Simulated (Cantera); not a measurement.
Standard-state values (1 bar) from the NASA 1993 polynomials, evaluated with Cantera. Values are per mole of reaction as written; species without (g) are pure solids or liquids, kept so even where they would boil at 1 bar.

Task: Between 800 and 2150 K, where is each reaction favourable under standard conditions?
- 5 N₂O(g) + 2 Ta = 10 N(g) + Ta₂O₅

Result: 
- 5 N₂O(g) + 2 Ta = 10 N(g) + Ta₂O₅: ΔG° is 1853 kJ at 800 K and 1028 kJ at 2150 K; it stays positive (K < 1). ΔH° is 2502 kJ and ΔS° 685 J/K at 2150 K.
